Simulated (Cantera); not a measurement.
Input: 1 mol Cu2O, 0.88 mol H2, 1.7 mol H2O, held at 1673.15 K and 0.133 bar.

These are equilibrium values from Cantera (NASA tables, ideal gas, pure condensed phases), not measurements of a reactor. Each liquid is taken as pure. Mutual solubility and eutectic melting of coexisting phases are not modelled. The numbers say what is thermodynamically allowed, not how fast it happens.

```csv
species,before,after
H2O,0.991,0.954
O2,0.00657,0.0226
Cu,0.000835,0.0156
Cu2,8.84e-7,4.95e-5
CuO,3.84e-6,9.89e-5
O,7.43e-6,0.000151
H,7.03e-6,0.000138
OH,0.000662,0.00409
H2,0.000506,0.00279
"Cu(l), mol",1.83,1.96
"Cu2O(l), mol",0.0863,0
```
Gas species are given as mole fractions.

Which change was made?
A) Cu2O replaced by CuO
B) pressure from 0.133 bar to 47.0 Pa
C) temperature from 1673.15 K to 1925 K
D) pressure from 0.133 bar to 29.0 mbar

C, temperature from 1673.15 K to 1925 K
